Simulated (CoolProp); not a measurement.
Vapour-liquid equilibrium of n-heptane (1) + ethylbenzene (2) at 0.231 MPa; x and y are mole fractions of (1).

Values from CoolProp's multi-fluid Helmholtz-energy mixture model, Span 2003 and Zhou 2012; pair parameters Bell 2016.

| x | bubble temperature (°C) | y at the bubble point | dew temperature at overall composition x (°C) | liquid density (mol/L) |
|---|---|---|---|---|
| 0.05 | 165.6 | 0.128 | [?] | 6.794 |
| 0.15 | 158.6 | 0.325 | [?] | 6.702 |
| 0.25 | 153.0 | 0.469 | 161.4 | 6.601 |
| 0.35 | 148.3 | 0.579 | [?] | 6.496 |
| 0.45 | 144.4 | 0.668 | 153.7 | 6.389 |
| 0.55 | 141.0 | 0.743 | 149.6 | [?] |
| 0.65 | 137.9 | 0.808 | [?] | 6.176 |
| 0.75 | 135.2 | 0.867 | 140.6 | 6.072 |
| 0.85 | 132.7 | [?] | 136.0 | 5.971 |
| 0.95 | 130.3 | 0.974 | [?] | 5.872 |

Complete the blanks.


- 0.05, dew temperature at overall composition x (°C): 168.2
- 0.15, dew temperature at overall composition x (°C): 164.9
- 0.35, dew temperature at overall composition x (°C): 157.7
- 0.55, liquid density (mol/L): 6.282
- 0.65, dew temperature at overall composition x (°C): 145.2
- 0.85, y at the bubble point: 0.922
- 0.95, dew temperature at overall composition x (°C): 131.4

No azeotrope shows between x = 0.05 and 0.95.

Pair parameters are fitted to limited data, so mixtures are less certain than the pure fluids.
